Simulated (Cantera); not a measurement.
Cantera run:

```python
import numpy as np
import cantera as ct

gas_names = """
    H H2 H2S N NH NH2 NH3 N2 N2H2 N2H4 Pb PbS Pb2 S SH SN S2 S8
""".split()
cond_names = """
    Pb(cr) Pb(L) PbS(s) PbS(L) S(cr1) S(cr2) S(L)
""".split()


def load(file, names, dense=False):
    # The tables refer to 1 bar. Condensed volumes are neglected.
    table = {s.name: s for s in ct.Species.list_from_file(file)}
    out = []
    for n in names:
        d = dict(table[n].input_data)
        d["thermo"] = dict(d["thermo"], **{"reference-pressure": 1e5})
        if dense:
            d["equation-of-state"] = {"model": "constant-volume", "density": "1e6 g/cm^3"}
        out.append(ct.Species.from_dict(d))
    return out


gas = ct.Solution(thermo="ideal-gas", species=load("nasa_gas.yaml", gas_names))
cond = {s.name: ct.Solution(thermo="fixed-stoichiometry", species=[s], name=s.name)
        for s in load("nasa_condensed.yaml", cond_names, dense=True)}
atoms = {
    'Pb': {'Pb': 1},
    'H2S': {'H': 2, 'S': 1},
    'N2': {'N': 2},
}
top_T = {}  # K; cautious upper limits of use, not melting points


def equilibrate(T, P, feed):
    n = {}
    for name, mol in feed.items():
        for a, k in atoms[name].items():
            n[a] = n.get(a, 0.0) + k * mol
    gas.TPX = T, P, n
    mass = sum(n.values()) * gas.mean_molecular_weight
    gas.equilibrate("TP")
    valid = [c for c in cond.values() if c.min_temp <= T <= top_T.get(c.name, c.max_temp)]
    mix = ct.Mixture([(gas, mass / gas.mean_molecular_weight)] + [(c, 0.0) for c in valid])
    mix.T, mix.P = T, P
    mix.equilibrate("TP", solver="vcs", rtol=1e-11, max_steps=5000)
    return mix


results = []
T = 1573  # K
P = 10000  # Pa
for m in [0.0072, 0.014, 0.026, 0.049, 0.092, 0.17, 0.33, 0.62]:
    feed = {'Pb': 1, 'H2S': m, 'N2': 230}  # mol
    mix = equilibrate(T, P, feed)
    results.append((T, P, feed, dict(zip(mix.species_names, mix.species_moles))))
    x = sorted(zip(gas.X, gas.species_names), reverse=True)
    print(f"T = {T:g} K  P = {P:g} Pa  n(H2S) = {m:g} mol  gas = {mix.phase_moles(0):.4g} mol")
    print("   x: " + "  ".join(f"{s} {v:.3e}" for v, s in x if v > 0.001))
    print("   condensed (mol): " + ("  ".join(f"{mix.phase(i).name} {mix.phase_moles(i):.4g}"
          for i in range(1, mix.n_phases) if mix.phase_moles(i) > 1e-12) or "none"))
```

It prints:

```
T = 1573 K  P = 10000 Pa  n(H2S) = 0.0072 mol  gas = 231 mol
   x: N2 9.956e-01  Pb 4.298e-03
   condensed (mol): none
T = 1573 K  P = 10000 Pa  n(H2S) = 0.014 mol  gas = 231 mol
   x: N2 9.956e-01  Pb 4.268e-03
   condensed (mol): none
T = 1573 K  P = 10000 Pa  n(H2S) = 0.026 mol  gas = 231 mol
   x: N2 9.956e-01  Pb 4.217e-03
   condensed (mol): none
T = 1573 K  P = 10000 Pa  n(H2S) = 0.049 mol  gas = 231 mol
   x: N2 9.955e-01  Pb 4.119e-03
   condensed (mol): none
T = 1573 K  P = 10000 Pa  n(H2S) = 0.092 mol  gas = 231.1 mol
   x: N2 9.953e-01  Pb 3.940e-03
   condensed (mol): none
T = 1573 K  P = 10000 Pa  n(H2S) = 0.17 mol  gas = 231.2 mol
   x: N2 9.949e-01  Pb 3.630e-03
   condensed (mol): none
T = 1573 K  P = 10000 Pa  n(H2S) = 0.33 mol  gas = 231.3 mol
   x: N2 9.942e-01  Pb 3.070e-03  H2 1.410e-03  PbS 1.252e-03
   condensed (mol): none
T = 1573 K  P = 10000 Pa  n(H2S) = 0.62 mol  gas = 231.7 mol
   x: N2 9.927e-01  H2 2.624e-03  Pb 2.352e-03  PbS 1.964e-03
   condensed (mol): none
```

Cantera equilibrium calculation (NASA polynomials, part measured and part estimated; ideal gas, pure solids and liquids).
